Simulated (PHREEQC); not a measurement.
**Silver or lead bath (model solution)**

Make-up at 25 °C: 0.001 mol/kgw Ag2SO4, 0.75 mol/kgw HF and 0.0014 mol/kgw Cu(NO3)2. Closed to the air; pH follows from the charge balance.

The numbers come from PHREEQC with the ion-association model, wateq4f.dat.

```
Item                        Value
-----------------  --------------
pH                           1.69
ionic strength     0.0294 mol/kgw
activity of water           0.991
total alkalinity      -750 meq/kg
```

```csv
species,molality,activity,log γ
HF,0.286,0.288,0.003
H2F2,0.214,0.216,0.003
H+,0.0232,0.0203,-0.058
HF2-,0.0123,0.0104,-0.073
F-,0.0112,0.00946,-0.073
NO3-,0.00280,0.00235,-0.075
Ag+,0.00195,0.00166,-0.070
Cu+2,0.00123,0.000675,-0.261
HSO4-,0.000530,0.000451,-0.070
```

This is a speciation only: nothing precipitates in the calculation. Complexes and solids missing from the database can't appear. wateq4f.dat counts part of the HF as a dimer, H2F2, which phreeqc.dat doesn't know; its constant is uncertain.
